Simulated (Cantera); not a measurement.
A freely propagating, adiabatic, planar premixed flame of H2 : O2 : N2 = 1 : 0.333 : 1.25 (molar parts), equivalence ratio 1.5, unburnt at 498 K and 0.987 atm; mixture-averaged transport, grid criteria slope 0.08 and curve 0.16, no radiation.

Detailed kinetics in Cantera: the H2/O2 subset of GRI-Mech 3.0, which has no nitrogen chemistry. Burning velocities carry a grid error of a few per cent, more on coarse grids.

Problem. What does this change do: 0.09 parts H2O added?

Solution. 
```
quantity                    before     after
------------------------  --------  --------
laminar burning velocity  660 cm/s  627 cm/s
thermal thickness         0.420 mm  0.402 mm
peak x(O)                  0.00689   0.00605
peak x(OH)                  0.0105   0.00997
peak x(HO2)               0.000362  0.000412
```
